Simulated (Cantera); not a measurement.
Charge: 1 mol Si2H6, 0.9 mol Cl2, 29 mol H2, 0.089 mol HCl, equilibrated at 2.50 mbar.

Equilibrium computed with Cantera from the NASA thermochemical tables; the gas is ideal and each condensed phase is pure. Candidate condensed phases: Si; 19 gas species. The feed counts by its element totals alone. The tables' values for SiCl3 are old estimates; treat these amounts as uncertain. The numbers say what is thermodynamically allowed, not how fast it happens. All values below are at 1225 K.

Base state: H2 0.949, HCl 0.0453, SiCl2 0.00527, SiCl3 0.000271, SiCl4 0.000110, SiHCl3 7.21e-5 (mole fractions); condensed: Si(s).

**Question.** What changes in the equilibrium state with this change: HCl from 0.089 to 0.72 mol?

**Answer.** 
```csv
species,before,after
H2,0.949,0.935
HCl,0.0453,0.0558
SiCl2,0.00527,0.00811
SiCl4,0.000110,0.000261
SiCl3,0.000271,0.000518
SiHCl3,7.21e-5,0.000137
"Si(s), mol",1.81,1.70
```
